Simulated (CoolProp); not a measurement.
100 sccm (0 °C, 1 atm) of nitrogen bubbles through liquid n-perfluorohexane at 313.1 K and leaves saturated at a total pressure of 0.15 MPa (ideal gas phase). Each further row changes one setting.

Values from CoolProp's reference Helmholtz-energy equation of state, Gao 2022.

```
case                      vapour pressure (kPa)  mole fraction of vapour  delivery (mg/min)  delivery (sccm)  change of delivery for a bath 1 K warmer (%)
------------------------  ---------------------  -----------------------  -----------------  ---------------  --------------------------------------------
as stated                                  54.4                    0.363                ___             56.9                                           6.3
bath temperature 318.1 K                   65.8                    0.439               1180              ___                                           6.9
total pressure 0.3 MPa                     54.4                      ___                334              ___                                           4.8
```

Question: Complete the blanks.

Answer: 
- as stated, delivery (mg/min): 859
- bath temperature 318.1 K, delivery (sccm): 78.1
- total pressure 0.3 MPa, mole fraction of vapour: 0.181
- total pressure 0.3 MPa, delivery (sccm): 22.2
